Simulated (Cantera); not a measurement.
Thermodynamics of chemical vapour transport, feed Fe2O3 + HCl + H2

Input: 1 mol Fe2O3, 0.027 mol HCl, 0.098 mol H2, at 72.0 mbar.

Method: chemical equilibrium by Gibbs-energy minimisation in Cantera with the NASA 1993 tables (ideal gas, pure condensed phases). Candidate condensed phases: Fe, FeCl2, FeCl3, FeO, Fe(OH)2, Fe(OH)3, Fe2O3, Fe3O4, H2O; 22 gas species. Mutual solubility and eutectic melting of coexisting phases are not modelled. The numbers say what is thermodynamically allowed, not how fast it happens.

```json
[
 {"T (K)": "973", "x H2O": "0.784", "x HCl": "0.216", "x O2": "9.08e-11", "x Cl": "2.39e-7", "x FeCl2": "8.24e-5", "x OH": "1.65e-9", "x Cl2": "6.26e-8", "x H2": "1.17e-5", "n Fe2O3(s)": "0.706", "n Fe3O4(s)": "0.196"},
 {"T (K)": "1023", "x H2O": "0.784", "x HCl": "0.216", "x O2": "1.65e-9", "x Cl": "8.75e-7", "x FeCl2": "0.000131", "x OH": "9.07e-9", "x Cl2": "1.86e-7", "x H2": "1.23e-5", "n Fe2O3(s)": "0.706", "n Fe3O4(s)": "0.196"},
 {"T (K)": "1073", "x H2O": "0.784", "x HCl": "0.216", "x O2": "2.24e-8", "x Cl": "2.82e-6", "x FeCl2": "0.000199", "x OH": "4.25e-8", "x Cl2": "4.97e-7", "x H2": "1.30e-5", "n Fe2O3(s)": "0.706", "n Fe3O4(s)": "0.196"},
 {"T (K)": "1123", "x H2O": "0.784", "x HCl": "0.215", "x O2": "2.39e-7", "x Cl": "8.20e-6", "x FeCl2": "0.000289", "x OH": "1.73e-7", "x Cl2": "1.20e-6", "x H2": "1.37e-5", "n Fe2O3(s)": "0.706", "n Fe3O4(s)": "0.196"},
 {"T (K)": "1173", "x H2O": "0.784", "x HCl": "0.215", "x O2": "2.07e-6", "x Cl": "2.17e-5", "x FeCl2": "0.000406", "x OH": "6.23e-7", "x Cl2": "2.69e-6", "x H2": "1.45e-5", "n Fe2O3(s)": "0.706", "n Fe3O4(s)": "0.196"},
 {"T (K)": "1223", "x H2O": "0.785", "x HCl": "0.215", "x O2": "1.49e-5", "x Cl": "5.28e-5", "x FeCl2": "0.000552", "x OH": "2.02e-6", "x Cl2": "5.62e-6", "x H2": "1.54e-5", "n Fe2O3(s)": "0.706", "n Fe3O4(s)": "0.196"},
 {"T (K)": "1273", "x H2O": "0.785", "x HCl": "0.214", "x O2": "9.15e-5", "x Cl": "0.000120", "x FeCl2": "0.000730", "x OH": "5.96e-6", "x Cl2": "1.10e-5", "x H2": "1.63e-5", "n Fe2O3(s)": "0.706", "n Fe3O4(s)": "0.196"},
 {"T (K)": "1323", "x H2O": "0.785", "x HCl": "0.214", "x O2": "0.000488", "x Cl": "0.000256", "x FeCl2": "0.000940", "x OH": "1.62e-5", "x Cl2": "2.04e-5", "x H2": "1.72e-5", "n Fe2O3(s)": "0.706", "n Fe3O4(s)": "0.196"},
 {"T (K)": "1373", "x H2O": "0.783", "x HCl": "0.212", "x O2": "0.00230", "x Cl": "0.000515", "x FeCl2": "0.00118", "x OH": "4.09e-5", "x Cl2": "3.61e-5", "x H2": "1.80e-5", "n Fe2O3(s)": "0.704", "n Fe3O4(s)": "0.197"},
 {"T (K)": "1423", "x H2O": "0.778", "x HCl": "0.210", "x O2": "0.00972", "x Cl": "0.000981", "x FeCl2": "0.00144", "x OH": "9.64e-5", "x Cl2": "6.05e-5", "x H2": "1.88e-5", "n Fe2O3(s)": "0.699", "n Fe3O4(s)": "0.201"},
 {"T (K)": "1473", "x H2O": "0.757", "x HCl": "0.202", "x O2": "0.0371", "x Cl": "0.00177", "x FeCl2": "0.00169", "x OH": "0.000212", "x Cl2": "9.53e-5", "x H2": "1.92e-5", "n Fe2O3(s)": "0.677", "n Fe3O4(s)": "0.215"}
]
```
x: gas mole fraction; n: condensed amount in mol.

From 973 K to 1473 K the condensed part is Fe2O3(s) + Fe3O4(s). The main Fe-bearing gas is FeCl2 throughout.
